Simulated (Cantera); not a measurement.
Input: 1 mol V₂O₃, a varied amount of H₂, 3.5 mol N₂, at 1575 K and 7.40 mbar.

Cantera equilibrium calculation (NASA polynomials, part measured and part estimated; ideal gas, pure solids and liquids). Candidate condensed phases: H₂O, V, VN, VO, V₂O₃, V₂O₄, V₂O₅; 28 gas species. Mutual solubility and eutectic melting of coexisting phases are not modelled. VO: taken at fixed stoichiometry. Condensed phases not in the tables: the oxides between V₂O₃ and V₂O₅ other than VO₂. Equilibrium is a limit: real reactors are often held back by kinetics, nucleation or transport.

log p: log10 of the partial pressure in bar; n: condensed amount in mol.

```csv
n(H₂) (mol),log p H₂,log p N₂,log p H₂O,log p H,log p VO₂,log p NH₃,n VO(s),n V₂O₃(s)
0.41,-3.11,-2.18,-5.38,-5.94,-8.54,-10.06,0.00443,0.998
0.7,-2.91,-2.21,-5.18,-5.84,-8.54,-9.77,0.00756,0.996
1.2,-2.73,-2.26,-4.99,-5.74,-8.54,-9.52,0.0130,0.994
2,-2.57,-2.33,-4.84,-5.67,-8.54,-9.32,0.0216,0.989
3.5,-2.43,-2.43,-4.70,-5.60,-8.54,-9.17,0.0378,0.981
5.9,-2.34,-2.56,-4.60,-5.55,-8.54,-9.08,0.0637,0.968
10,-2.26,-2.72,-4.53,-5.51,-8.54,-9.06,0.108,0.946
17,-2.21,-2.90,-4.48,-5.49,-8.54,-9.07,0.184,0.908
29,-2.18,-3.10,-4.45,-5.47,-8.54,-9.13,0.313,0.843
50,-2.16,-3.32,-4.43,-5.46,-8.54,-9.20,0.540,?
85,-2.15,-3.53,-4.42,-5.46,-8.54,-9.29,0.918,?
150,-2.14,-3.77,-4.41,-5.45,-8.54,-9.40,1.62,?
```

Question: Some entries are withheld; supply them.

Answer: 
- 50, n V₂O₃(s): 0.730
- 85, n V₂O₃(s): 0.541
- 150, n V₂O₃(s): 0.190
